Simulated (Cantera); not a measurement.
What does this Cantera script print?

```python
import numpy as np
import cantera as ct

gas_names = """
    Br Br2 H HBr HO2 H2 H2O H2O2 O OH O2 O3
""".split()
cond_names = """
    Br2(cr) Br2(L) H2O(s) H2O(L)
""".split()


def load(file, names, dense=False):
    # The tables refer to 1 bar. Condensed volumes are neglected.
    table = {s.name: s for s in ct.Species.list_from_file(file)}
    out = []
    for n in names:
        d = dict(table[n].input_data)
        d["thermo"] = dict(d["thermo"], **{"reference-pressure": 1e5})
        if dense:
            d["equation-of-state"] = {"model": "constant-volume", "density": "1e6 g/cm^3"}
        out.append(ct.Species.from_dict(d))
    return out


gas = ct.Solution(thermo="ideal-gas", species=load("nasa_gas.yaml", gas_names))
cond = {s.name: ct.Solution(thermo="fixed-stoichiometry", species=[s], name=s.name)
        for s in load("nasa_condensed.yaml", cond_names, dense=True)}
atoms = {
    'HBr': {'H': 1, 'Br': 1},
    'H2': {'H': 2},
    'O2': {'O': 2},
}
top_T = {}  # K; cautious upper limits of use, not melting points


def equilibrate(T, P, feed):
    n = {}
    for name, mol in feed.items():
        for a, k in atoms[name].items():
            n[a] = n.get(a, 0.0) + k * mol
    gas.TPX = T, P, n
    mass = sum(n.values()) * gas.mean_molecular_weight
    gas.equilibrate("TP")
    valid = [c for c in cond.values() if c.min_temp <= T <= top_T.get(c.name, c.max_temp)]
    mix = ct.Mixture([(gas, mass / gas.mean_molecular_weight)] + [(c, 0.0) for c in valid])
    mix.T, mix.P = T, P
    mix.equilibrate("TP", solver="vcs", rtol=1e-11, max_steps=5000)
    return mix


results = []
feed = {'HBr': 1, 'H2': 0.13, 'O2': 0.1}  # mol
T = 1175  # K
P = 133.322  # Pa
mix = equilibrate(T, P, feed)
results.append((T, P, feed, dict(zip(mix.species_names, mix.species_moles))))
print(gas.report(threshold=0.001))
for i in range(1, mix.n_phases):
    print(f"{mix.phase(i).name:16s} {mix.phase_moles(i):12.5e} mol")
```

It prints:

```
       temperature   1175 K
          pressure   133.32 Pa
           density   0.00097002 kg/m^3
  mean mol. weight   71.081 kg/kmol
   phase of matter   gas

                          1 kg             1 kmol
                     ---------------   ---------------
          enthalpy       -4.0368e+05       -2.8694e+07  J
   internal energy       -5.4112e+05       -3.8463e+07  J
           entropy            4207.6        2.9908e+05  J/K
    Gibbs function       -5.3476e+06       -3.8011e+08  J
 heat capacity c_p            477.71             33956  J/K
 heat capacity c_v            360.74             25642  J/K

                      mass frac. Y      mole frac. X     chem. pot. / RT
                     ---------------   ---------------   ---------------
                Br             0.108           0.09607           -20.131
               Br2          0.024921          0.011085           -40.262
               HBr           0.82438           0.72421            -36.81
               H2O          0.042703           0.16849           -58.546
     [   +8 minor]        4.3095e-06        0.00014875

Br2(L)            0.00000e+00 mol
```

Equilibrium computed with Cantera from the NASA thermochemical tables; the gas is ideal and each condensed phase is pure.
